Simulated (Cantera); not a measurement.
**Moist CO burnout**

An isothermal, constant-pressure homogeneous reactor starts with CO : O2 : H2O : N2 = 0.01 : 0.0058 : 0.0037 : 1 (molar parts), equivalence ratio 0.86, at 950 K and 100.0 Torr.

Model: GRI-Mech 3.0 (53 species, 325 reactions), integrated in Cantera.

```json
[
 {"t (s)": "1.00e-6", "x CO": "0.00981", "x O2": "0.00569", "x H2O": "0.00363", "x OH": "<1e-12", "x NO": "<1e-12"},
 {"t (s)": "5.62e-6", "x CO": "0.00981", "x O2": "0.00569", "x H2O": "0.00363", "x OH": "<1e-12", "x NO": "<1e-12"},
 {"t (s)": "3.16e-5", "x CO": "0.00981", "x O2": "0.00569", "x H2O": "0.00363", "x OH": "<1e-12", "x NO": "<1e-12"},
 {"t (s)": "0.000178", "x CO": "0.00981", "x O2": "0.00569", "x H2O": "0.00363", "x OH": "<1e-12", "x NO": "<1e-12"},
 {"t (s)": "0.00100", "x CO": "0.00981", "x O2": "0.00569", "x H2O": "0.00363", "x OH": "<1e-12", "x NO": "<1e-12"},
 {"t (s)": "0.00562", "x CO": "0.00981", "x O2": "0.00569", "x H2O": "0.00363", "x OH": "<1e-12", "x NO": "<1e-12"},
 {"t (s)": "0.0316", "x CO": "0.00981", "x O2": "0.00569", "x H2O": "0.00363", "x OH": "2.03e-12", "x NO": "<1e-12"},
 {"t (s)": "0.178", "x CO": "0.00981", "x O2": "0.00569", "x H2O": "0.00363", "x OH": "1.26e-9", "x NO": "<1e-12"},
 {"t (s)": "1.00", "x CO": "0.00110", "x O2": "0.00137", "x H2O": "0.00354", "x OH": "7.81e-6", "x NO": "1.28e-7"}
]
```
x: mole fraction; the columns are a selection and need not sum to one.

Equilibrium at this temperature and pressure: CO 9.84e-12, O2 0.000788, H2O 0.00365, OH 3.23e-9, NO 1.21e-6 (gas phase only).
